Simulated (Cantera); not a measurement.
Feed: 1 mol SiCl4, 0.3 mol Cl2, 39 mol H2, at 1198 K and 35.0 mbar.

Method: chemical equilibrium by Gibbs-energy minimisation in Cantera with the NASA 1993 tables (ideal gas, pure condensed phases). Candidate condensed phases: Si; 19 gas species. The tables' values for SiCl3 are old estimates; treat these amounts as uncertain. The numbers say what is thermodynamically allowed, not how fast it happens.

Base state: H2 0.925, HCl 0.0549, SiCl2 0.00766, SiCl4 0.00651, SiHCl3 0.00295, SiCl3 0.00237, SiH2Cl2 0.000175 (mole fractions); condensed: Si(s).

### Question
What changes in the equilibrium state with this change: temperature from 1198 K to 1550 K?

### Answer
```json
[
 {"species": "H2", "before": "0.925", "after": "0.909"},
 {"species": "HCl", "before": "0.0549", "after": "0.0718"},
 {"species": "SiCl2", "before": "0.00766", "after": "0.0189"},
 {"species": "Cl", "before": "5.03e-8", "after": "1.01e-5"},
 {"species": "SiCl4", "before": "0.00651", "after": "3.48e-5"},
 {"species": "H", "before": "9.78e-7", "after": "0.000160"},
 {"species": "Si(s), mol", "before": "0.196", "after": "0.195"}
]
```
